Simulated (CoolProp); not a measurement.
Vapour pressure (MPa) of chlorine: the reference equation beside estimates from Tc = 143.7 °C, pc = 7.642 MPa, ω = 0.070. Clausius-Clapeyron is anchored at -41.35 °C with a constant enthalpy of vaporisation of 20.64 kJ/mol.

The numbers come from the reference Helmholtz-energy equation of state, Thol 2021 in CoolProp.

| T (°C) | reference | Lee-Kesler | Clausius-Clapeyron | van der Waals | Redlich-Kwong | Soave-Redlich-Kwong | Peng-Robinson |
|---|---|---|---|---|---|---|---|
| -52.25 | 0.04196 | 0.04385 | 0.04262 | 0.3116 | 0.03729 | 0.04353 | 0.04603 |
| -46.75 | 0.05563 | 0.05777 | 0.05600 | 0.3643 | 0.05063 | 0.05741 | 0.06029 |
| -41.35 | 0.07230 | 0.07468 | 0.07230 | 0.4218 | 0.06716 | 0.07428 | 0.07752 |
| -35.95 | 0.09271 | 0.09532 | 0.09226 | 0.4854 | 0.08766 | 0.09487 | 0.09845 |
| -30.45 | 0.1179 | 0.1207 | 0.1170 | 0.5567 | 0.1132 | 0.1202 | 0.1241 |
| -25.05 | 0.1476 | 0.1506 | 0.1461 | 0.6334 | 0.1436 | 0.1500 | 0.1541 |
| -19.65 | 0.1828 | 0.1859 | 0.1808 | 0.7171 | 0.1799 | 0.1852 | 0.1895 |
| -14.15 | 0.2251 | 0.2281 | 0.2226 | 0.8097 | 0.2237 | 0.2274 | 0.2317 |
| -8.75 | 0.2734 | 0.2764 | 0.2708 | 0.9081 | 0.2740 | 0.2756 | 0.2799 |
| -3.35 | 0.3293 | 0.3321 | 0.3268 | 1.014 | 0.3323 | 0.3313 | 0.3353 |
| 2.05 | 0.3935 | 0.3960 | 0.3914 | 1.128 | 0.3994 | 0.3951 | 0.3988 |
| 7.55 | 0.4681 | 0.4700 | 0.4671 | 1.253 | 0.4774 | 0.4692 | 0.4723 |
| 12.95 | 0.5512 | 0.5523 | 0.5520 | 1.384 | 0.5644 | 0.5518 | 0.5541 |

Absolute difference from the reference over all 13 rows, mean and median: Lee-Kesler 1.9 and 1.7 %, Clausius-Clapeyron 0.7 and 0.8 %, van der Waals 331.0 and 292.3 %, Redlich-Kwong 3.7 and 2.4 %, Soave-Redlich-Kwong 1.5 and 1.3 %, Peng-Robinson 4.2 and 3.7 %.
